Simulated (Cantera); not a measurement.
Charge: 1 mol Si, 0.82 mol HCl, 7 mol H2, at 1600 K and 13300 Pa.

Equilibrium computed with Cantera from the NASA thermochemical tables; the gas is ideal and each condensed phase is pure. Candidate condensed phases: Si; 19 gas species. The tables' values for SiCl3 are old estimates; treat these amounts as uncertain. Equilibrium is a limit: real reactors are often held back by kinetics, nucleation or transport.

Base state: H2 0.914, HCl 0.0678, SiCl2 0.0173, SiCl3 0.000612, H 0.000142, SiHCl3 0.000104, SiCl4 5.33e-5, SiH2Cl2 3.37e-5 (mole fractions); condensed: Si(s).

**Question.** What changes in the equilibrium state with this change: HCl from 0.82 to 1.7 mol?

**Answer.** 
```json
[
 {"species": "H2", "before": "0.914", "after": "0.853"},
 {"species": "HCl", "before": "0.0678", "after": "0.102"},
 {"species": "SiCl2", "before": "0.0173", "after": "0.0421"},
 {"species": "SiCl4", "before": "5.33e-5", "after": "0.000314"},
 {"species": "SiCl3", "before": "0.000612", "after": "0.00232"},
 {"species": "SiHCl3", "before": "0.000104", "after": "0.000379"},
 {"species": "SiH2Cl2", "before": "3.37e-5", "after": "7.64e-5"},
 {"species": "Cl", "before": "8.35e-6", "after": "1.30e-5"},
 {"species": "Si(s), mol", "before": "0.858", "after": "0.607"}
]
```
